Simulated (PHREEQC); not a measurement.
Make-up at 25 °C: 0.081 mol NaHSO4, 0.0012 mol FeCl2 and 0.00051 mol H2SO4 per kg of water. Closed to the air; pH follows from the charge balance.

All values are PHREEQC results (ion-association model, phreeqc.dat), not measurements.

```
Quantity                      Value
--------------------  -------------
pH                             1.51
ionic strength        0.151 mol/kgw
specific conductance    19500 µS/cm
density                 1.005 g/cm³
total alkalinity       -82.0 meq/kg
```

```
species  molality  activity   log γ
-------  --------  --------  ------
Na+        0.0768    0.0586  -0.118
HSO4-      0.0433    0.0329  -0.120
H+         0.0386    0.0312  -0.092
SO4-2      0.0335    0.0108  -0.490
NaSO4-    0.00417   0.00318  -0.117
Cl-       0.00240   0.00177  -0.133
Fe+2     0.000649  0.000231  -0.449
```

No solid was allowed to form.
